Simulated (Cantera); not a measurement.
# Thermodynamics of silicon etching in halogen gases, feed Si + HCl + N₂

A closed system holds: 1 mol Si, 19 mol HCl, a varied amount of N₂, at 1027 °C and 11.0 Pa.

These are equilibrium values from Cantera (NASA tables, ideal gas, pure condensed phases), not measurements of a reactor. Candidate condensed phases: NH₄Cl, Si, Si₃N₄; 28 gas species. The tables' values for SiCl₃ are old estimates; treat these amounts as uncertain. Equilibrium is a limit: real reactors are often held back by kinetics, nucleation or transport.

From 3.1 mol N₂ to 53 mol N₂ nothing is condensed. The main Si-bearing gas is SiCl₂ throughout.

| n(N₂) (mol) | x HCl | x N₂ | x H₂ | x SiCl₂ | x SiCl₄ |
|---|---|---|---|---|---|
| 3.1 | 0.745 | 0.143 | 0.0656 | 0.0228 | 0.0155 |
| 8.1 | 0.607 | 0.303 | 0.0520 | 0.0199 | 0.0113 |
| 13 | 0.514 | 0.411 | 0.0430 | 0.0177 | 0.00875 |
| 18 | 0.445 | 0.491 | 0.0365 | 0.0160 | 0.00696 |
| 23 | 0.392 | 0.552 | 0.0316 | 0.0145 | 0.00569 |
| 28 | 0.351 | 0.599 | 0.0279 | 0.0134 | 0.00475 |
| 33 | 0.318 | 0.638 | 0.0249 | 0.0124 | 0.00403 |
| 38 | 0.290 | 0.670 | 0.0225 | 0.0115 | 0.00347 |
| 43 | 0.267 | 0.696 | 0.0205 | 0.0108 | 0.00302 |
| 48 | 0.247 | 0.719 | 0.0188 | 0.0102 | 0.00266 |
| 53 | 0.230 | 0.739 | 0.0173 | 0.00961 | 0.00236 |
x: gas mole fraction; nothing condenses.
